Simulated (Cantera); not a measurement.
Carbon deposition, reforming and gasification: n-butane + CO2 + H2

Input: 1 mol n-butane, 1.3 mol CO2, 27 mol H2, equilibrated at 73.0 bar.

Equilibrium computed with Cantera from the NASA thermochemical tables; the gas is ideal and each condensed phase is pure. Candidate condensed phases: C, C6H6, C7H8, C8H18, H2O; 110 gas species. The ideal-gas law is rough above about 30 bar. Equilibrium is a limit: real reactors are often held back by kinetics, nucleation or transport.

From 750 °C to 1250 °C nothing is condensed. From 1350 °C to 2050 °C the condensed part is C(graphite). The main C-bearing gas is CH4 at 750 °C and CO at 2050 °C.

```tsv
T (°C)	x H2	x CH4	x H2O	x CO	x C2H2 (acetylene)	x CO2	x H	n C(graphite)
750	0.705	0.198	0.0966	0.000498	7.79e-12	8.91e-5	4.07e-10	0
850	0.713	0.191	0.0907	0.00464	4.84e-10	0.000539	4.21e-9	0
950	0.740	0.168	0.0701	0.0204	1.15e-8	0.00132	3.03e-8	0
1050	0.778	0.134	0.0414	0.0445	1.29e-7	0.00128	1.64e-7	0
1150	0.808	0.108	0.0195	0.0639	9.85e-7	0.000681	6.99e-7	0
1250	0.823	0.0939	0.00791	0.0744	6.61e-6	0.000266	2.45e-6	0
1350	0.842	0.0767	0.00360	0.0774	2.93e-5	0.000107	7.42e-6	0.347
1450	0.865	0.0550	0.00208	0.0773	7.83e-5	5.28e-5	1.99e-5	0.949
1550	0.881	0.0404	0.00126	0.0770	0.000186	2.82e-5	4.76e-5	1.37
1650	0.891	0.0305	0.000805	0.0767	0.000402	1.61e-5	0.000104	1.66
1750	0.898	0.0235	0.000536	0.0764	0.000802	9.78e-6	0.000211	1.84
1850	0.902	0.0186	0.000371	0.0762	0.00149	6.25e-6	0.000399	1.95
1950	0.905	0.0150	0.000266	0.0760	0.00263	4.17e-6	0.000713	1.98
2050	0.905	0.0123	0.000196	0.0759	0.00438	2.89e-6	0.00121	1.95
```
x: gas mole fraction; n: condensed amount in mol.
